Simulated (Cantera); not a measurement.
An isothermal, constant-pressure homogeneous reactor starts with CH4 : H2 = 0.0049 : 1 (molar parts), at 1625 K and 0.0130 bar. Integrator tolerance rtol = 1e-08.

Computed with Cantera and GRI-Mech 3.0 (53 species, 325 reactions). GRI-Mech 3.0 stops at C3 and has no aromatics, soot or wall deposition, so with more carbon than oxygen in the feed, carbon stays in small species such as C2H2 where larger ones or solid carbon would form. Radical loss at walls, strong at low pressure, is not modelled.

What does this change do: H2 1 to 0.15 parts?


```
quantity                                              before                                      after
-----------------  -----------------------------------------  -----------------------------------------
x(CH4) at 40.0 s    0.00134 (gas-phase equilibrium 0.000153)   0.00178 (gas-phase equilibrium 0.000381)
x(H2) at 40.0 s          0.996 (gas-phase equilibrium 0.997)        0.983 (gas-phase equilibrium 0.984)
x(C2H6) at 40.0 s   5.25e-9 (gas-phase equilibrium 1.26e-10)   9.69e-9 (gas-phase equilibrium 7.89e-10)
x(C2H4) at 40.0 s    2.15e-6 (gas-phase equilibrium 2.70e-6)    1.67e-5 (gas-phase equilibrium 1.72e-5)
x(CH3) at 40.0 s     1.67e-5 (gas-phase equilibrium 1.94e-6)    2.24e-5 (gas-phase equilibrium 4.86e-6)
x(H) at 40.0 s     0.000614 (gas-phase equilibrium 0.000622)  0.000611 (gas-phase equilibrium 0.000618)
```
